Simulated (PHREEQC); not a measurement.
Solution (70 °C): 0.0054 mol CuCl2, 0.00062 mol H2SO4 and 0.085 mol Na2SO4 per kg of water. Closed to the air; pH follows from the charge balance.

Computed with PHREEQC (ion-association model, wateq4f.dat).

Each row changes one thing in this solution. Precipitation was switched off in this run.

| case | pH | ionic strength (mol/kgw) | SO4-2 (mol/kgw) | CuSO4 (mol/kgw) | Cu+2 (mol/kgw) | HSO4- (mol/kgw) | SI of Tenorite (CuO) | SI of Chalcanthite (CuSO4:5H2O) |
|---|---|---|---|---|---|---|---|---|
| as made | 3.83 | 0.227 | 0.0655 | 0.00287 | 0.00239 | 0.00105 | -1.66 | -2.45 |
| temperature from 70 to 15 °C | 3.43 | 0.232 | 0.0680 | 0.00282 | 0.00257 | 0.000774 | -4.23 | -2.14 |
| diluted 5-fold with water | 4.16 | 0.0496 | 0.0151 | 0.000470 | 0.000599 | 0.000167 | ___ | -3.25 |
| temperature from 70 to 90 °C | 4.03 | 0.226 | 0.0651 | 0.00279 | ___ | 0.00112 | -0.76 | -2.56 |
| Na2SO4 left out | 2.99 | 0.0162 | 0.000378 | 0.000164 | 0.00471 | 7.83e-5 | -2.74 | -3.71 |
| temperature from 70 to 60 °C | 3.74 | 0.228 | 0.0658 | 0.00289 | 0.00241 | ___ | ___ | -2.40 |
| temperature from 70 to 75 °C | 3.88 | 0.227 | 0.0654 | 0.00286 | 0.00238 | 0.00107 | -1.44 | -2.48 |

**Question.** Some entries are withheld; supply them.

**Answer.** 
- diluted 5-fold with water, SI of Tenorite (CuO): -1.39
- temperature from 70 to 90 °C, Cu+2 (mol/kgw): 0.00236
- temperature from 70 to 60 °C, HSO4- (mol/kgw): 0.00101
- temperature from 70 to 60 °C, SI of Tenorite (CuO): -2.12

At this temperature some constants are extrapolated from 25 °C, and those without enthalpy data are left unchanged.
